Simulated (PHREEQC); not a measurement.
Consider water at 25 °C with 170 mmol/kgw ZnSO4 and 85 mmol/kgw HCl. Closed to the air; pH follows from the charge balance.

Model: ion-association model, phreeqc.dat, run in PHREEQC.

```json
[
 {"quantity": "pH", "before": "1.49", "after": "0.67"},
 {"quantity": "ionic strength (mol/kgw)", "before": "0.406", "after": "0.296"},
 {"quantity": "Cl- (mol/kgw)", "before": "0.0797", "after": "0.0850"},
 {"quantity": "SO4-2 (mol/kgw)", "before": "0.0454", "after": "0.0207"},
 {"quantity": "HSO4- (mol/kgw)", "before": "0.0433", "after": "0.149"}
]
```

**Question.** Which change was made?
A. ZnSO4 replaced by H2SO4 at the same molality
B. ZnSO4 from 0.17 to 0.153 mol/kgw
C. temperature from 25 to 60 °C

**Answer.** A, ZnSO4 replaced by H2SO4 at the same molality

Precipitation was switched off in this run.
